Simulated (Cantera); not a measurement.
An adiabatic, constant-pressure homogeneous reactor starts with C3H8 : O2 : N2 = 1 : 3.57 : 25 (molar parts), equivalence ratio 1.4, at 1650 K and 1.01 bar. Integrator tolerance rtol = 1e-08.

Cantera simulation using GRI-Mech 3.0 (53 species, 325 reactions); the numbers are that mechanism's predictions, not measurements. GRI-Mech 3.0 was tuned for natural gas; its chemistry of propane as a main component is partial and can be far from experiment.

**Question.** What does this change do: O2 3.57 to 9.6 parts?

**Answer.** 
```
quantity                                                              before                                      after
---------------------------------  -----------------------------------------  -----------------------------------------
time of steepest temperature rise                                    40.7 µs                                    21.8 µs
temperature at 0.700 s                                                2590 K                                     2678 K
equilibrium temperature                                               2590 K                                     2678 K
x(C3H8) at 0.700 s                     <1e-12 (gas-phase equilibrium <1e-12)      <1e-12 (gas-phase equilibrium <1e-12)
x(O2) at 0.700 s                   0.000790 (gas-phase equilibrium 0.000790)        0.113 (gas-phase equilibrium 0.113)
x(H2) at 0.700 s                       0.0289 (gas-phase equilibrium 0.0289)    0.00363 (gas-phase equilibrium 0.00363)
x(H2O2) at 0.700 s                   2.16e-8 (gas-phase equilibrium 2.16e-8)    3.12e-7 (gas-phase equilibrium 3.12e-7)
x(HCN) at 0.700 s                    6.35e-9 (gas-phase equilibrium 6.35e-9)  6.80e-11 (gas-phase equilibrium 6.80e-11)
x(H2O) at 0.700 s                      0.0898 (gas-phase equilibrium 0.0898)      0.0916 (gas-phase equilibrium 0.0916)
x(CO2) at 0.700 s                      0.0303 (gas-phase equilibrium 0.0303)      0.0633 (gas-phase equilibrium 0.0633)
```

**Question.** What does this change do: initial temperature 1650 to 1775 K?

**Answer.** 
```
quantity                                                              before                                    after
---------------------------------  -----------------------------------------  ---------------------------------------
time of steepest temperature rise                                    40.7 µs                                  21.4 µs
temperature at 0.700 s                                                2590 K                                   2664 K
equilibrium temperature                                               2590 K                                   2664 K
x(C3H8) at 0.700 s                     <1e-12 (gas-phase equilibrium <1e-12)    <1e-12 (gas-phase equilibrium <1e-12)
x(O2) at 0.700 s                   0.000790 (gas-phase equilibrium 0.000790)  0.00137 (gas-phase equilibrium 0.00137)
x(H2) at 0.700 s                       0.0289 (gas-phase equilibrium 0.0289)    0.0294 (gas-phase equilibrium 0.0294)
x(H2O2) at 0.700 s                   2.16e-8 (gas-phase equilibrium 2.16e-8)  3.17e-8 (gas-phase equilibrium 3.17e-8)
x(HCN) at 0.700 s                    6.35e-9 (gas-phase equilibrium 6.35e-9)  6.86e-9 (gas-phase equilibrium 6.86e-9)
x(H2O) at 0.700 s                      0.0898 (gas-phase equilibrium 0.0898)    0.0869 (gas-phase equilibrium 0.0869)
x(CO2) at 0.700 s                      0.0303 (gas-phase equilibrium 0.0303)    0.0286 (gas-phase equilibrium 0.0286)
```
